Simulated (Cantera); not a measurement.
A closed system holds: 1 mol Si3N4, 4.8 mol N2O, 2 mol H2, held at 1600 K and 0.0100 bar.

Equilibrium computed with Cantera from the NASA thermochemical tables; the gas is ideal and each condensed phase is pure. Candidate condensed phases: H2O, Si, SiO2, Si2N2O, Si3N4; 35 gas species. Mutual solubility and eutectic melting of coexisting phases are not modelled. The tables hold silica as quartz up to 1696 K and as liquid above; real silica turns to tridymite and cristobalite and melts near 1996 K. Equilibrium is a limit: real reactors are often held back by kinetics, nucleation or transport.

Base state: N2 0.752, H2 0.233, SiO 0.0139, H 0.000263, H2O 4.30e-5 (mole fractions); condensed: SiO2(β-quartz) + Si2N2O(s).

Q: What changes in the equilibrium state with this change: 1.9 mol H2O added?

A: 
| species | before | after |
|---|---|---|
| N2 | 0.752 | 0.635 |
| H2 | 0.233 | 0.299 |
| H2O | 4.30e-5 | 0.0654 |
| SiO | 0.0139 | 1.17e-5 |
| H | 0.000263 | 0.000297 |
| SiO2(β-quartz), mol | 2.16 | 3.00 |
| Si2N2O(s), mol | 0.360 | 0 |
